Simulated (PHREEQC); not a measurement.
A PHREEQC speciation (ion-association model, phreeqc.dat) at 25 °C gives pH 3.67 and these molalities:

```json
[
 {"species": "CuSO4", "mol/kgw": "0.191"},
 {"species": "Cu+2", "mol/kgw": "0.159"},
 {"species": "SO4-2", "mol/kgw": "0.157"},
 {"species": "Cl-", "mol/kgw": "0.00455"},
 {"species": "Na+", "mol/kgw": "0.00216"},
 {"species": "HSO4-", "mol/kgw": "0.000826"},
 {"species": "CuCl+", "mol/kgw": "0.000453"},
 {"species": "NaSO4-", "mol/kgw": "0.000336"},
 {"species": "H+", "mol/kgw": "0.000285"},
 {"species": "ZnSO4", "mol/kgw": "0.000254"},
 {"species": "Zn(SO4)2-2", "mol/kgw": "0.000229"},
 {"species": "Zn+2", "mol/kgw": "0.000217"},
 {"species": "Cu2(OH)2+2", "mol/kgw": "4.14e-6"},
 {"species": "CuOH+", "mol/kgw": "2.69e-6"},
 {"species": "ZnCl+", "mol/kgw": "5.25e-7"},
 {"species": "CuCl2", "mol/kgw": "3.83e-7"}
]
```

What are the element totals, and what could have been dissolved in 1 kg of water to give them?

This is not unique; one that fits is totals Cl 0.00500, Cu(2) 0.350, Na 0.00250, S(6) 0.350, Zn 0.000700 mol/kgw, from 0.35 mol CuSO4, 0.0007 mol ZnCl2, 0.0011 mol HCl and 0.0025 mol NaCl per kg of water.

This is a speciation only: nothing precipitates in the calculation.
